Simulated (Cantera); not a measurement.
Feed: 1 mol Si, 3.3 mol HCl, 13 mol H2, equilibrated at 1698.15 K and 2700000 Pa.

Equilibrium computed with Cantera from the NASA thermochemical tables; the gas is ideal and each condensed phase is pure. The tables' values for SiCl3 are old estimates; treat these amounts as uncertain. Gases not in the tables: Si2H6 and higher silanes. Kinetics and transport are ignored.

```tsv
species	before	after
H2	0.873	0.897
HCl	0.0745	0.0658
SiCl2	0.0228	0.0174
SiHCl3	0.0115	0.00775
SiCl4	0.00510	0.00296
SiCl3	0.00767	0.00510
SiH2Cl2	0.00453	0.00354
SiH3Cl	0.000541	0.000491
SiH4	2.58e-5	2.72e-5
SiH2	1.22e-5	1.25e-5
Si(l), mol	0.170	0.436
```
Gas species are given as mole fractions.

Task: Name the change that produced these shifts.
(A) Si replaced by SiCl4
(B) temperature from 1698.15 K to 1400 K
(C) HCl from 3.3 to 2.4 mol
(D) HCl from 3.3 to 0.68 mol

Result: C, HCl from 3.3 to 2.4 mol
